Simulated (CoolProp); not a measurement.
Saturation properties of fluorine (Tc = 144.4 K, pc = 5.240 MPa, ω = 0.045).

Model: reference Helmholtz-energy equation of state, de Reuck 1990, in CoolProp.

```tsv
T (K)	p (MPa)	liquid density (kg/m³)	liquid cp (kJ/(kg K))	vapour Z
71.5	0.01550	1593	1.482	0.9908
74.8	0.02626	1571	…	0.9866
78.1	0.04234	…	1.492	0.9811
81.3	0.06462	1528	1.500	0.9745
84.6	0.09635	1505	1.509	0.9664
87.9	0.1390	1481	1.521	0.9569
91.2	0.1950	1458	1.535	0.9459
94.5	0.2666	1433	1.551	0.9333
97.8	0.3563	1407	1.571	…
101	0.4631	1382	1.593	0.9040
104.3	…	1355	1.619	0.8867
107.6	0.7555	…	1.651	0.8675
110.9	0.9434	1297	1.690	…
114.2	1.163	1266	1.738	0.8231
```

Question: Complete the blanks.

Answer: 
- 74.8, liquid cp (kJ/(kg K)): 1.487
- 78.1, liquid density (kg/m³): 1549
- 97.8, vapour Z: 0.9192
- 104.3, p (MPa): 0.5963
- 107.6, liquid density (kg/m³): 1327
- 110.9, vapour Z: 0.8464

It boils at 85.0 K under 1 atm.
